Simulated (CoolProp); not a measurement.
CF4 (R14) at 354.62 K and 0.145 MPa flows at 0.18 m/s in a round tube of 20 mm bore and 45 µm roughness, fully developed (64/Re and Nu = 3.66 if laminar; Colebrook and Gnielinski if turbulent). Each further row changes one setting.

The numbers come from the reference Helmholtz-energy equation of state, Platzer 1990 in CoolProp. This equation is an older, rougher fit.

| case | Reynolds number | Darcy friction factor | pressure drop (Pa/m) | heat-transfer coefficient (W/(m² K)) | mass flow (kg/h) |
|---|---|---|---|---|---|
| as stated | … | … | 0.288 | 3.77 | … |
| velocity 0.36 m/s | 1560 | 0.0409 | … | 3.77 | … |
| diameter 40 mm | 1560 | 0.0409 | … | … | … |

Some entries are withheld; supply them.


- as stated, Reynolds number: 782
- as stated, Darcy friction factor: 0.0819
- as stated, mass flow (kg/h): 0.883
- velocity 0.36 m/s, pressure drop (Pa/m): 0.576
- velocity 0.36 m/s, mass flow (kg/h): 1.77
- diameter 40 mm, pressure drop (Pa/m): 0.0719
- diameter 40 mm, heat-transfer coefficient (W/(m² K)): 1.89
- diameter 40 mm, mass flow (kg/h): 3.53

Viscosity comes from a separate model (Huber 2003), an estimate that may be off by 10 % or more. Thermal conductivity comes from a separate model (Huber 2003), an estimate that may be off by 10 % or more.
